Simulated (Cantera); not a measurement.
Charge: 1 mol SiCl4, 4.8 mol HCl, 1.2 mol H2, equilibrated at 1473 K and 100 Torr.

These are equilibrium values from Cantera (NASA tables, ideal gas, pure condensed phases), not measurements of a reactor. Candidate condensed phases: Si; 19 gas species. The tables' values for SiCl3 are old estimates; treat these amounts as uncertain. Rates play no part.

Base state: HCl 0.710, H2 0.150, SiCl4 0.113, SiCl3 0.0166, SiCl2 0.00834, SiHCl3 0.00224, Cl 5.15e-5, H 1.34e-5 (mole fractions); condensed: gas only.

Problem. What changes in the equilibrium state with this change: temperature from 1473 K to 725 K?

Solution. 
```json
[
 {"species": "HCl", "before": "0.710", "after": "0.686"},
 {"species": "H2", "before": "0.150", "after": "0.171"},
 {"species": "SiCl4", "before": "0.113", "after": "0.143"},
 {"species": "SiCl3", "before": "0.0166", "after": "9.49e-9"},
 {"species": "SiCl2", "before": "0.00834", "after": "<1e-9"},
 {"species": "Cl", "before": "5.15e-5", "after": "<1e-9"}
]
```
